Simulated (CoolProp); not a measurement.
Vapour-liquid equilibrium of CH2F2 (R32) (1) + propylene (2) at 0.174 MPa; x and y are mole fractions of (1).

Model: multi-fluid Helmholtz-energy mixture model, Tillner-Roth 1997 and Lemmon 2013; pair parameters Bell 2016, in CoolProp.

```tsv
x	bubble temperature (K)	y at the bubble point	dew temperature at overall composition x (K)	liquid density (mol/L)
0.05	233.8	0.196	237.1	14.47
0.125	229.8	0.358	235.4	14.95
0.2	227.6	0.446	233.7	15.41
0.275	226.4	0.498	231.9	15.88
0.35	225.8	0.530	230.0	16.37
0.425	225.5	0.552	228.2	16.89
0.5	225.3	0.567	226.4	17.46
0.575	225.3	0.580	225.3	18.09
0.65	225.3	0.593	226.0	18.77
0.725	225.5	0.611	227.4	19.53
0.8	225.9	0.642	228.9	20.35
0.875	226.9	0.700	230.4	21.23
0.95	229.4	0.827	231.8	22.14
```

y crosses x between x = 0.575 and 0.65: the model has an azeotrope there.

Pair parameters are fitted to limited data, so mixtures are less certain than the pure fluids.
